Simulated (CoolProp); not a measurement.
n-dodecane at several states: Z from the reference equation and from simpler models built on Tc = 658.1 K, pc = 18.18 bar, ω = 0.574; each cubic takes its own stable root.

The numbers come from the reference Helmholtz-energy equation of state, Lemmon 2004 in CoolProp. It is a short technical equation, of lower accuracy than the large ones.

```json
[
 {"T (K)": "274.4", "p (bar)": "1.16", "phase": "liquid", "reference": "0.01134"},
 {"T (K)": "528.8", "p (bar)": "5.97", "phase": "liquid", "reference": "0.04156"},
 {"T (K)": "341.2", "p (bar)": "0.875", "phase": "liquid", "reference": "0.007359"},
 {"T (K)": "452.8", "p (bar)": "0.862", "phase": "liquid", "reference": "0.006224"},
 {"T (K)": "608.6", "p (bar)": "19.7", "phase": "liquid", "reference": "0.1429"}
]
```

How far does each simpler model (van der Waals, Redlich-Kwong, Soave-Redlich-Kwong, Peng-Robinson) lie from the reference over these 5 states: mean and median of the absolute difference, and the worst?


- van der Waals: mean 3500.4 %, median 97.1 %, worst +15407.7 % at 452.8 K and 0.862 bar
- Redlich-Kwong: mean 3067.2 %, median 35.2 %, worst +15202.1 % at 452.8 K and 0.862 bar
- Soave-Redlich-Kwong: mean 24.0 %, median 24.1 %, worst +27.3 % at 274.4 K and 1.16 bar
- Peng-Robinson: mean 10.1 %, median 10.5 %, worst +13.7 % at 274.4 K and 1.16 bar

At some of these states van der Waals, Redlich-Kwong gives the other phase, because its saturation line lies elsewhere.
